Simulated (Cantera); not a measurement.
Pyrogenic steam for wet oxidation

An isothermal, constant-pressure homogeneous reactor starts with 4.52 % H2, 5.03 % O2, 90.5 % N2, equivalence ratio 0.45, at 1025 K and 165 Torr.

Model: the H2/O2 subset of GRI-Mech 3.0, which has no nitrogen chemistry, integrated in Cantera. The temperature is held fixed by assumption; the heat of reaction is taken as removed at once.

```csv
t (s),x H2,x O2,x H2O,x O,x HO2
4.00e-5,0.0452,0.0503,3.98e-12,3.03e-12,2.93e-11
0.000105,0.0452,0.0503,4.45e-11,1.62e-11,8.17e-11
0.000276,0.0452,0.0503,6.89e-10,1.32e-10,2.88e-10
0.000726,0.0452,0.0503,6.09e-8,9.11e-9,8.32e-9
0.00191,0.0406,0.0482,0.00349,0.000432,6.52e-6
0.00502,0.000841,0.0286,0.0450,0.000311,4.72e-6
0.0132,0.000113,0.0283,0.0461,2.50e-5,2.17e-6
0.0346,2.02e-5,0.0283,0.0462,3.77e-6,6.55e-7
0.0910,2.98e-6,0.0283,0.0463,6.63e-7,1.37e-7
0.239,3.50e-7,0.0283,0.0463,1.38e-7,2.60e-8
0.629,4.47e-8,0.0283,0.0463,3.59e-8,6.13e-9
1.65,9.85e-9,0.0283,0.0463,1.13e-8,1.87e-9
4.34,3.07e-9,0.0283,0.0463,3.94e-9,6.60e-10
11.4,1.07e-9,0.0283,0.0463,1.45e-9,2.68e-10
30.0,4.04e-10,0.0283,0.0463,5.52e-10,1.47e-10
```
x: mole fraction; the columns are a selection and need not sum to one.

Equilibrium at this temperature and pressure: H2 1.07e-10, O2 0.0283, H2O 0.0463, O 1.19e-10, HO2 1.42e-10 (gas phase only).
